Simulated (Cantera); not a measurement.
Input (Python, Cantera) and output of one run.

```python
import numpy as np
import cantera as ct

gas_names = """
    Fe FeO Fe(OH)2 H HO2 H2 H2O H2O2 H2S H2SO4 O OH O2 O3 S SH SO SO2 SO3 S2 S2O S8
""".split()
cond_names = """
    Fe(a) Fe(c) Fe(d) Fe(L) FeO(s) FeO(L) Fe(OH)2(s) Fe(OH)3(s) FeS(a) FeS(b) FeS(c) FeS(L) FeSO4(s)
    FeS2(s) Fe2O3(s) Fe2S3O12(s) Fe3O4(s) H2O(s) H2O(L) H2SO4(L) S(cr1) S(cr2) S(L)
""".split()


# ... load() reads the species with a 1 bar reference pressure and builds the phases ...
atoms = {
    'FeS2': {'Fe': 1, 'S': 2},
    'SO3': {'S': 1, 'O': 3},
    'H2O': {'H': 2, 'O': 1},
}
top_T = {'FeSO4(s)': 950, 'FeS2(s)': 1010, 'Fe2O3(s)': 1830, 'Fe2S3O12(s)': 1100, 'Fe3O4(s)': 1870}  # K; cautious upper limits of use, not melting points


# ... equilibrate(T, P, feed) seeds the gas with the atoms and calls Mixture.equilibrate('TP', solver="vcs", rtol=1e-11, max_steps=5000) ...
results = []
feed = {'FeS2': 1, 'SO3': 0.18, 'H2O': 0.36}  # mol
P = 5000  # Pa
for T in [1325, 1350, 1375, 1400, 1425, 1450, 1475, 1500, 1525]:
    mix = equilibrate(T, P, feed)
    results.append((T, P, feed, dict(zip(mix.species_names, mix.species_moles))))
    x = sorted(zip(gas.X, gas.species_names), reverse=True)
    print(f"T = {T:g} K  P = {P:g} Pa  gas = {mix.phase_moles(0):.4g} mol")
    print("   x: " + "  ".join(f"{s} {v:.3e}" for v, s in x if v > 0.0001))
    print("   condensed (mol): " + ("  ".join(f"{mix.phase(i).name} {mix.phase_moles(i):.4g}"
          for i in range(1, mix.n_phases) if mix.phase_moles(i) > 1e-12) or "none"))
```

Result:

```
T = 1325 K  P = 5000 Pa  gas = 1.082 mol
   x: S2 3.894e-01  H2O 2.849e-01  SO2 2.692e-01  H2S 2.700e-02  H2 2.041e-02  S2O 6.296e-03  SO 2.061e-03  SH 6.576e-04
   condensed (mol): FeS(c) 1
T = 1350 K  P = 5000 Pa  gas = 1.083 mol
   x: S2 3.891e-01  H2O 2.833e-01  SO2 2.694e-01  H2S 2.586e-02  H2 2.277e-02  S2O 6.253e-03  SO 2.527e-03  SH 7.868e-04
   condensed (mol): FeS(c) 1
T = 1375 K  P = 5000 Pa  gas = 1.084 mol
   x: S2 3.886e-01  H2O 2.814e-01  SO2 2.696e-01  H2 2.528e-02  H2S 2.478e-02  S2O 6.212e-03  SO 3.077e-03  SH 9.344e-04
   condensed (mol): FeS(c) 1
T = 1400 K  P = 5000 Pa  gas = 1.086 mol
   x: S2 3.881e-01  H2O 2.794e-01  SO2 2.699e-01  H2 2.793e-02  H2S 2.375e-02  S2O 6.170e-03  SO 3.720e-03  SH 1.102e-03
   condensed (mol): FeS(c) 1
T = 1425 K  P = 5000 Pa  gas = 1.087 mol
   x: S2 3.873e-01  H2O 2.771e-01  SO2 2.702e-01  H2 3.071e-02  H2S 2.276e-02  S2O 6.129e-03  SO 4.467e-03  SH 1.292e-03
   condensed (mol): FeS(c) 1
T = 1450 K  P = 5000 Pa  gas = 1.088 mol
   x: S2 3.865e-01  H2O 2.746e-01  SO2 2.705e-01  H2 3.363e-02  H2S 2.182e-02  S2O 6.088e-03  SO 5.329e-03  SH 1.504e-03
   condensed (mol): FeS(c) 1
T = 1475 K  P = 5000 Pa  gas = 1.09 mol
   x: S2 3.855e-01  H2O 2.719e-01  SO2 2.708e-01  H2 3.667e-02  H2S 2.092e-02  SO 6.320e-03  S2O 6.047e-03  SH 1.741e-03
   condensed (mol): FeS(L) 1
T = 1500 K  P = 5000 Pa  gas = 1.091 mol
   x: S2 3.843e-01  SO2 2.712e-01  H2O 2.690e-01  H2 3.982e-02  H2S 2.005e-02  SO 7.452e-03  S2O 6.006e-03  SH 2.004e-03  S 1.128e-04
   condensed (mol): FeS(L) 1
T = 1525 K  P = 5000 Pa  gas = 1.093 mol
   x: S2 3.830e-01  SO2 2.715e-01  H2O 2.660e-01  H2 4.308e-02  H2S 1.923e-02  SO 8.737e-03  S2O 5.963e-03  SH 2.294e-03  S 1.498e-04
   condensed (mol): FeS(L) 1
```

These are equilibrium values from Cantera (NASA tables, ideal gas, pure condensed phases), not measurements of a reactor. FeS: taken at fixed stoichiometry.
